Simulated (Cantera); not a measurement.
Cantera run:

```python
import numpy as np
import cantera as ct

gas_names = [...]  # 130 gases of nasa_gas.yaml made of C, H, Mg, O, S
cond_names = """
    C(gr) C6H6(L) C7H8(L) C8H18(L),n-octa H2O(s) H2O(L) H2SO4(L) Mg(cr) Mg(L) MgCO3(s) MgO(s) MgO(L)
    MgO2H2(s) MgS(s) MgSO4(s) MgSO4(L) S(cr1) S(cr2) S(L)
""".split()


# ... load() reads the species with a 1 bar reference pressure and builds the phases ...
atoms = {
    'MgO': {'Mg': 1, 'O': 1},
    'SO3': {'S': 1, 'O': 3},
    'CO2': {'C': 1, 'O': 2},
    'H2S': {'H': 2, 'S': 1},
}
top_T = {'C(gr)': 4500, 'MgS(s)': 2250}  # K; cautious upper limits of use, not melting points


# ... equilibrate(T, P, feed) seeds the gas with the atoms and calls Mixture.equilibrate('TP', solver="vcs", rtol=1e-11, max_steps=5000) ...
results = []
feed = {'MgO': 1, 'SO3': 0.063, 'CO2': 0.76, 'H2S': 0.17}  # mol
T = 698.15  # K
P = 5000  # Pa
mix = equilibrate(T, P, feed)
results.append((T, P, feed, dict(zip(mix.species_names, mix.species_moles))))
x = sorted(zip(gas.X, gas.species_names), reverse=True)
print(f"T = {T:g} K  P = {P:g} Pa  gas = {mix.phase_moles(0):.4g} mol")
print("   x: " + "  ".join(f"{s} {v:.3e}" for v, s in x if v > 0.001))
print("   condensed (mol): " + ("  ".join(f"{mix.phase(i).name} {mix.phase_moles(i):.4g}"
      for i in range(1, mix.n_phases) if mix.phase_moles(i) > 1e-12) or "none"))
```

Output:

```
T = 698.15 K  P = 5000 Pa  gas = 1.031 mol
   x: CO2 7.360e-01  H2O 1.152e-01  S2 6.057e-02  H2S 4.967e-02  SO2 3.430e-02  S8 2.277e-03  COS 1.154e-03
   condensed (mol): MgO(s) 1
```

Cantera equilibrium calculation (NASA polynomials, part measured and part estimated; ideal gas, pure solids and liquids). Gases not in the tables: S3 to S7.
